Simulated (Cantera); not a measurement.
Charge: 1 mol C3H6, 0.026 mol H2O, held at 0.110 bar.

These are equilibrium values from Cantera (NASA tables, ideal gas, pure condensed phases), not measurements of a reactor. Candidate condensed phases: C, C6H6, C7H8, C8H18, H2O; 110 gas species. The numbers say what is thermodynamically allowed, not how fast it happens. All values below are at 1175 °C.

Base state: H2 0.991, CO 0.00852, CH4 0.000360, H 2.77e-5 (mole fractions); condensed: C(graphite).

Task: What changes in the equilibrium state with this change: H2O from 0.026 to 3.6 mol?

Result: 
```json
[
 {"species": "H2", "before": "0.991", "after": "0.635"},
 {"species": "CO", "before": "0.00852", "after": "0.302"},
 {"species": "H2O", "before": "2.35e-6", "after": "0.0521"},
 {"species": "CO2", "before": "8.54e-9", "after": "0.0104"},
 {"species": "CH4", "before": "0.000360", "after": "1.52e-7"},
 {"species": "H", "before": "2.77e-5", "after": "2.22e-5"},
 {"species": "C(graphite), mol", "before": "2.97", "after": "0"}
]
```
